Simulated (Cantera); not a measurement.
Adiabatic ignition

An adiabatic, constant-pressure homogeneous reactor starts with 4.48 % C2H4, 17.9 % O2, 67.3 % N2, 10.3 % H2O, equivalence ratio 0.75, at 1400 K and 3450 Torr.

Cantera simulation using GRI-Mech 3.0 (53 species, 325 reactions); the numbers are that mechanism's predictions, not measurements. GRI-Mech 3.0 was tuned for natural gas; its chemistry of ethylene as a main component is partial and can be far from experiment.

| t (s) | T (K) | x C2H4 | x O2 | x H2O | x N2O | x O | x H |
|---|---|---|---|---|---|---|---|
| 4.00e-6 | 1400 | 0.0448 | 0.179 | 0.103 | <1e-12 | 5.50e-9 | 1.48e-8 |
| 1.18e-5 | 1400 | 0.0448 | 0.179 | 0.103 | 4.04e-11 | 7.64e-7 | 2.05e-6 |
| 3.47e-5 | 2504 | <1e-12 | 0.0523 | 0.169 | 9.43e-7 | 0.00584 | 0.00399 |
| 0.000102 | 2644 | <1e-12 | 0.0478 | 0.178 | 1.20e-6 | 0.00293 | 0.00144 |
| 0.000301 | 2643 | <1e-12 | 0.0472 | 0.178 | 1.20e-6 | 0.00288 | 0.00143 |
| 0.000885 | 2639 | <1e-12 | 0.0459 | 0.178 | 1.21e-6 | 0.00279 | 0.00140 |
| 0.00261 | 2633 | <1e-12 | 0.0437 | 0.178 | 1.25e-6 | 0.00264 | 0.00136 |
| 0.00767 | 2629 | <1e-12 | 0.0425 | 0.179 | 1.28e-6 | 0.00256 | 0.00134 |
| 0.0226 | 2629 | <1e-12 | 0.0424 | 0.179 | 1.28e-6 | 0.00256 | 0.00134 |
| 0.0665 | 2629 | <1e-12 | 0.0424 | 0.179 | 1.28e-6 | 0.00256 | 0.00134 |
| 0.196 | 2629 | <1e-12 | 0.0424 | 0.179 | 1.28e-6 | 0.00256 | 0.00134 |
| 0.577 | 2629 | <1e-12 | 0.0424 | 0.179 | 1.28e-6 | 0.00256 | 0.00134 |
| 1.70 | 2629 | <1e-12 | 0.0424 | 0.179 | 1.28e-6 | 0.00256 | 0.00134 |
| 5.00 | 2629 | <1e-12 | 0.0424 | 0.179 | 1.28e-6 | 0.00256 | 0.00134 |
x: mole fraction; the columns are a selection and need not sum to one.

time of steepest temperature rise: 21.8 µs
temperature at 5.00 s: 2629 K
equilibrium temperature: 2629 K
x(C2H4) at 5.00 s: <1e-12 (gas-phase equilibrium <1e-12)
x(O2) at 5.00 s: 0.0424 (gas-phase equilibrium 0.0424)
x(H2O) at 5.00 s: 0.179 (gas-phase equilibrium 0.179)
